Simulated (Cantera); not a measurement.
A perfectly stirred reactor is fed with H₂ : O₂ : N₂ = 0.33 : 1 : 0.39 (molar parts), equivalence ratio 0.17, at 1330 Pa; it is held at 1125 K, and followed from long to short residence time.

Model: the H2/O2 subset of GRI-Mech 3.0, which has no nitrogen chemistry, integrated in Cantera. Radical loss at walls, strong at low pressure, is not modelled. The temperature is held fixed by assumption; the heat of reaction is taken as removed at once.

Q: Predict: x(H₂) at τ = 1.80 s; x(O₂) at τ = 1.80 s; x(O) at τ = 1.80 s; x(OH) at τ = 1.80 s; x(H) at τ = 1.80 s; x(H₂) at τ = 34.0 ms; x(O₂) at τ = 34.0 ms; x(O) at τ = 34.0 ms; x(OH) at τ = 34.0 ms; x(H) at τ = 34.0 ms.

A: 
- x(H₂) at τ = 1.80 s: 0.000612
- x(O₂) at τ = 1.80 s: 0.535
- x(O) at τ = 1.80 s: 0.00154
- x(OH) at τ = 1.80 s: 0.00125
- x(H) at τ = 1.80 s: 0.000368
- x(H₂) at τ = 34.0 ms: 0.00672
- x(O₂) at τ = 34.0 ms: 0.521
- x(O) at τ = 34.0 ms: 0.0177
- x(OH) at τ = 34.0 ms: 0.00458
- x(H) at τ = 34.0 ms: 0.0158
